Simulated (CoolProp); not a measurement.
Vapour-liquid equilibrium of cyclohexane (1) + toluene (2) at 1.66 bar; x and y are mole fractions of (1).

Model: multi-fluid Helmholtz-energy mixture model, Zhou 2014 and Lemmon 2006; pair parameters Bell 2016, in CoolProp.

| x | bubble temperature, mixture model (°C) | bubble temperature, Raoult's law (°C) | y, mixture model | y, Raoult's law |
|---|---|---|---|---|
| 0.05 | 125.9 | 126.8 | 0.117 | 0.102 |
| 0.15 | 120.6 | 122.7 | 0.304 | 0.277 |
| 0.25 | 116.3 | 118.9 | 0.446 | 0.423 |
| 0.35 | 112.6 | 115.5 | 0.557 | 0.545 |
| 0.45 | 109.5 | 112.3 | 0.648 | 0.648 |
| 0.55 | 106.9 | 109.3 | 0.725 | 0.736 |
| 0.65 | 104.6 | 106.5 | 0.792 | 0.810 |
| 0.75 | 102.5 | 103.9 | 0.854 | 0.874 |
| 0.85 | 100.6 | 101.5 | 0.912 | 0.930 |
| 0.95 | 98.9 | 99.2 | 0.971 | 0.978 |

The largest gap from Raoult's law is -2.9 K in bubble temperature, at x = 0.35. No azeotrope shows between x = 0.05 and 0.95.

The pair parameters rest on a limited set of measurements; away from them the model extrapolates.
